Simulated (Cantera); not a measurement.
Charge: 1 mol Cu, 3.5 mol HF, 33 mol N2.

Cantera equilibrium calculation (NASA polynomials, part measured and part estimated; ideal gas, pure solids and liquids). Candidate condensed phases: Cu, CuF2; 25 gas species. Kinetics and transport are ignored.

**Question.** What condenses at these points (T in K, P in Pa): (1448, 320); (948, 100000); (998, 100000); (1348, 1); (1148, 320)?

**Answer.** 
| T (K) | P in Pa | condensed phases | Cu condensed (%) |
|---|---|---|---|
| 1448 | 320 | Cu | 94.0 |
| 948 | 100000 | Cu | 100.0 |
| 998 | 100000 | Cu | 100.0 |
| 1348 | 1 | gas only | 0.0 |
| 1148 | 320 | Cu | 99.9 |
